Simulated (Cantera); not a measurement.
A closed system holds: 1 mol H₂O, 0.038 mol SO₂, 0.27 mol N₂, equilibrated at 35.0 Pa.

Cantera equilibrium calculation (NASA polynomials, part measured and part estimated; ideal gas, pure solids and liquids). Candidate condensed phases: H₂O, H₂SO₄, S; 35 gas species. Rates play no part. All values below are at 3048 K.

Base state: H 0.586, O 0.312, N₂ 0.0797, S 0.0108, H₂ 0.00361, OH 0.00315, O₂ 0.00192, NO 0.00154 (mole fractions); condensed: gas only.

Question: What changes in the equilibrium state with this change: SO₂ from 0.038 to 0.2 mol?

Answer: 
```
species    before    after
-------  --------  -------
H           0.586    0.514
O           0.312    0.353
N₂         0.0797   0.0697
S          0.0108   0.0493
S₂        4.80e-7  1.01e-5
SO₂       6.15e-6  3.62e-5
SO       0.000567  0.00294
```

Question: What changes in the equilibrium state with this change: pressure from 35.0 Pa to 1.33 mbar?

Answer: 
```csv
species,before,after
H,0.586,0.573
O,0.312,0.299
N₂,0.0797,0.0811
H₂,0.00361,0.0131
OH,0.00315,0.0113
S,0.0108,0.00965
H₂O,5.64e-5,0.000749
SO₂,6.15e-6,7.36e-5
O₂,0.00192,0.00673
SH,1.36e-5,4.53e-5
```
